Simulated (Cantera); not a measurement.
An adiabatic, constant-volume homogeneous reactor starts with H₂ : O₂ : N₂ = 1 : 0.238 : 0.895 (molar parts), at 1023 K and 5.00 bar. Integrator tolerance rtol = 1e-08.

Computed with Cantera and GRI-Mech 3.0 (53 species, 325 reactions). The hydrogen kinetics of GRI-Mech 3.0 are dated; newer H2 mechanisms differ, most at raised pressure.

| quantity | before | after |
|---|---|---|
| time of steepest temperature rise | 4.22 ms | 0.253 ms |
| temperature at 0.800 s | 2870 K | 2791 K |
| equilibrium temperature | 2870 K | 2791 K |
| x(H₂) at 0.800 s | 0.269 (gas-phase equilibrium 0.269) | 0.264 (gas-phase equilibrium 0.264) |
| x(O₂) at 0.800 s | 5.33e-5 (gas-phase equilibrium 5.33e-5) | 0.000125 (gas-phase equilibrium 0.000125) |
| x(HO₂) at 0.800 s | 1.96e-7 (gas-phase equilibrium 1.96e-7) | 2.18e-7 (gas-phase equilibrium 2.18e-7) |
| x(OH) at 0.800 s | 0.00415 (gas-phase equilibrium 0.00415) | 0.00604 (gas-phase equilibrium 0.00604) |
| x(NO) at 0.800 s | 0.000499 (gas-phase equilibrium 0.000499) | 0.000683 (gas-phase equilibrium 0.000683) |

Task: Name the change that produced these shifts.
A. initial temperature 1023 to 1250 K
B. pressure from 5.00 bar to 1.20 bar
C. pressure from 5.00 bar to 12.0 bar
D. pressure from 5.00 bar to 10.0 bar

Result: B, pressure from 5.00 bar to 1.20 bar
